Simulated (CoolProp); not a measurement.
C2F6 (R116) along the isotherm 54.55 °C: Z from the reference equation and from simpler models built on Tc = 19.9 °C, pc = 30.48 bar, ω = 0.257; each cubic takes its own stable root.

The numbers come from the reference Helmholtz-energy equation of state, Lemmon 2006 in CoolProp. It is a short technical equation, of lower accuracy than the large ones.

```csv
p (bar),phase,reference
0.241,gas,0.9982
0.407,gas,0.9970
0.686,gas,0.9949
1.16,gas,0.9914
1.95,gas,0.9854
3.3,gas,0.9752
5.57,gas,0.9576
9.39,gas,0.9272
15.9,gas,0.8725
26.8,gas,0.7714
45.1,supercritical,0.5746
76.2,supercritical,0.4610
```

### Question
How far does each simpler model (van der Waals, Soave-Redlich-Kwong) lie from the reference over these 12 states: mean and median of the absolute difference, and the worst?

### Answer
- van der Waals: mean 2.6 %, median 0.0 %, worst +14.4 % at 54.55 °C and 76.2 bar
- Soave-Redlich-Kwong: mean 1.3 %, median 0.0 %, worst +11.7 % at 54.55 °C and 76.2 bar
